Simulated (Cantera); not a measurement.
A perfectly stirred reactor is fed with N2O : N2 = 1 : 7 (molar parts), at 2200 Pa; it is held at 1525 K, and followed from long to short residence time.

Model: GRI-Mech 3.0 (53 species, 325 reactions), integrated in Cantera. GRI-Mech 3.0 was tuned for natural gas; its chemistry of N2O as a main component is partial and can be far from experiment. Radical loss at walls, strong at low pressure, is not modelled. The temperature is held fixed by assumption; the heat of reaction is taken as removed at once.

Task: What does this change do: temperature 1525 to 1575 K?

Result: 
```csv
quantity,before,after
x(N2O) at τ = 5.00 s,0.0128,0.00772
x(N2) at τ = 5.00 s,0.921,0.922
x(NO) at τ = 5.00 s,0.0269,0.0305
x(O2) at τ = 5.00 s,0.0393,0.0399
x(NO2) at τ = 5.00 s,4.37e-6,4.68e-6
x(N2O) at τ = 24.0 ms,0.120,0.116
x(N2) at τ = 24.0 ms,0.877,0.878
x(NO) at τ = 24.0 ms,0.00122,0.00229
x(O2) at τ = 24.0 ms,0.00173,0.00285
x(NO2) at τ = 24.0 ms,1.03e-7,2.06e-7
```

Task: What does this change do: pressure from 2200 Pa to 1330 Pa?

Result: 
```tsv
quantity	before	after
x(N2O) at τ = 5.00 s	0.0128	0.0196
x(N2) at τ = 5.00 s	0.921	0.918
x(NO) at τ = 5.00 s	0.0269	0.0256
x(O2) at τ = 5.00 s	0.0393	0.0367
x(NO2) at τ = 5.00 s	4.37e-6	2.73e-6
x(N2O) at τ = 24.0 ms	0.120	0.122
x(N2) at τ = 24.0 ms	0.877	0.876
x(NO) at τ = 24.0 ms	0.00122	0.000736
x(O2) at τ = 24.0 ms	0.00173	0.00104
x(NO2) at τ = 24.0 ms	1.03e-7	2.98e-8
```
